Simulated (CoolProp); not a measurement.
The fluid at 538.3 K and 6.29 MPa (supercritical) is heated at constant pressure to 551.9 K. The same conditions are run with several fluids, on thermodynamics alone (safety and materials aside).

Model: reference Helmholtz-energy equation of state of each fluid (n-butane: Bücker 2006; isobutane: Bücker 2006; n-hexane: Thol 2019; ethanol: Schroeder 2014), in CoolProp.

```tsv
fluid	heat (kJ/kg)	final density (kg/m³)
n-butane	___	___
isobutane	___	99.5
n-hexane	55.1	308
ethanol	___	87.3
```

Question: Some entries are withheld; supply them.

Answer: 
- n-butane, heat (kJ/kg): 43.6
- n-butane, final density (kg/m³): 103
- isobutane, heat (kJ/kg): 42.4
- ethanol, heat (kJ/kg): 56.7
